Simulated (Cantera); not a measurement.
## Equilibrium for silicates and aluminates: SiO₂ + Al₂O₃ + O₂

Input: 1 mol SiO₂, 0.14 mol Al₂O₃, 0.16 mol O₂, held at 5.30 bar.

Method: chemical equilibrium by Gibbs-energy minimisation in Cantera with the NASA 1993 tables (ideal gas, pure condensed phases). Candidate condensed phases: Al, Al₂O₃, Al₂SiO₅, Al₆Si₂O₁₃, Si, SiO₂; 14 gas species. Mutual solubility and eutectic melting of coexisting phases are not modelled. The tables hold silica as quartz up to 1696 K and as liquid above; real silica turns to tridymite and cristobalite and melts near 1996 K. Condensed phases not in the tables: alloys, solid solutions and most ternary compounds. Kinetics and transport are ignored.

| T (K) | x O₂ | x O | x O₃ | n Al₂SiO₅(andalusite) | n SiO₂(β-quartz) | n Al₆Si₂O₁₃(mullite) | n SiO₂(condensed) |
|---|---|---|---|---|---|---|---|
| 998 | 1.00 | 6.43e-11 | 2.20e-11 | 0.140 | 0.860 | 0 | 0 |
| 1073 | 1.00 | 5.40e-10 | 7.35e-11 | 0.140 | 0.860 | 0 | 0 |
| 1148 | 1.00 | 3.45e-9 | 2.10e-10 | 0.140 | 0.860 | 0 | 0 |
| 1223 | 1.00 | 1.75e-8 | 5.27e-10 | 0.140 | 0.860 | 0 | 0 |
| 1298 | 1.00 | 7.41e-8 | 1.19e-9 | 0 | 0.907 | 0.0467 | 0 |
| 1373 | 1.00 | 2.68e-7 | 2.47e-9 | 0 | 0.907 | 0.0467 | 0 |
| 1448 | 1.000 | 8.47e-7 | 4.75e-9 | 0 | 0.907 | 0.0467 | 0 |
| 1523 | 1.000 | 2.40e-6 | 8.56e-9 | 0 | 0.907 | 0.0467 | 0 |
| 1598 | 1.000 | 6.15e-6 | 1.46e-8 | 0 | 0.907 | 0.0467 | 0 |
| 1673 | 1.000 | 1.45e-5 | 2.39e-8 | 0 | 0.907 | 0.0467 | 0 |
| 1748 | 1.000 | 3.18e-5 | 3.74e-8 | 0 | 0 | 0.0467 | 0.907 |
x: gas mole fraction; n: condensed amount in mol.

From 998 K to 1223 K the condensed part is Al₂SiO₅(andalusite) + SiO₂(β-quartz). From 1298 K to 1673 K the condensed part is Al₆Si₂O₁₃(mullite) + SiO₂(β-quartz). At 1748 K the condensed part is Al₆Si₂O₁₃(mullite) + SiO₂(condensed).
